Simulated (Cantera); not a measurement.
## Thermodynamics of aluminium nitride and oxide growth, feed AlCl3 + O2 + N2

Feed: 1 mol AlCl3, 0.39 mol O2, 7.7 mol N2, held at 39.0 mbar.

Method: chemical equilibrium by Gibbs-energy minimisation in Cantera with the NASA 1993 tables (ideal gas, pure condensed phases). Candidate condensed phases: Al, AlCl3, AlN, Al2O3; 24 gas species. The tables' values for AlCl2 are old estimates; treat these amounts as uncertain. Condensed phases not in the tables: AlOCl. Equilibrium is a limit: real reactors are often held back by kinetics, nucleation or transport.

From 873 K to 2073 K the condensed part is Al2O3(s). The main Al-bearing gas is AlCl3 throughout.

```
T (K)  log p N2  log p Cl  log p Cl2  log p AlCl3  n Al2O3(s)
-----  --------  --------  ---------  -----------  ----------
873       -1.47     -5.59      -2.47        -2.68       0.260
1023      -1.47     -4.50      -2.47        -2.68       0.260
1173      -1.48     -3.69      -2.48        -2.68       0.260
1323      -1.48     -3.08      -2.53        -2.68       0.260
1473      -1.49     -2.65      -2.66        -2.69       0.260
1623      -1.50     -2.38      -2.95        -2.70       0.260
1773      -1.51     -2.26      -3.40        -2.71       0.260
1923      -1.51     -2.22      -3.91        -2.72       0.259
2073      -1.51     -2.20      -4.38        -2.74       0.258
```
log p: log10 of the partial pressure in bar; n: condensed amount in mol.
